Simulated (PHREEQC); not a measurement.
Dissolve 50 mmol/kgw HCl, 0.046 mmol/kgw LiCl and 14 mmol/kgw MnSO4 at 25 °C. Closed to the air; pH follows from the charge balance.

Equilibrium calculation in PHREEQC: ion-association model, phreeqc.dat.

The ionic strength comes out as 0.0822 mol/kgw. What activity coefficients do MnCl+, Mn+2, Li+, H+, SO4-2 get?

MnCl+ 0.80, Mn+2 0.42, Li+ 0.81, H+ 0.83, SO4-2 0.40.

Precipitation was switched off in this run.
